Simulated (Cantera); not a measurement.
Charge: 1 mol SiH2Cl2, 7.8 mol NH3, 0.3 mol N2, equilibrated at 1775 K.

Cantera equilibrium calculation (NASA polynomials, part measured and part estimated; ideal gas, pure solids and liquids). Candidate condensed phases: NH4Cl, Si, Si3N4; 28 gas species. Gases not in the tables: Si2H6 and higher silanes. Kinetics and transport are ignored.

Question: Which condensed phases are stable at each of these points (P (Pa)): 5, 15, 45, 140, 410, 1200, 3700, 11000, 33000, 100000?

Answer: 
```
P (Pa)  condensed phases  Si condensed (%)
------  ----------------  ----------------
5               gas only               0.0
15                 Si(l)              31.4
45                 Si(l)              50.6
140                Si(l)              57.2
410                Si(l)              59.4
1200               Si(l)              60.2
3700            Si3N4(s)              64.1
11000           Si3N4(s)              75.4
33000           Si3N4(s)              84.6
100000          Si3N4(s)              91.0
```

At 5.00 Pa nothing is condensed. From 15.0 Pa to 12.0 mbar the condensed part is Si(l). From 37.0 mbar to 1.00 bar the condensed part is Si3N4(s).
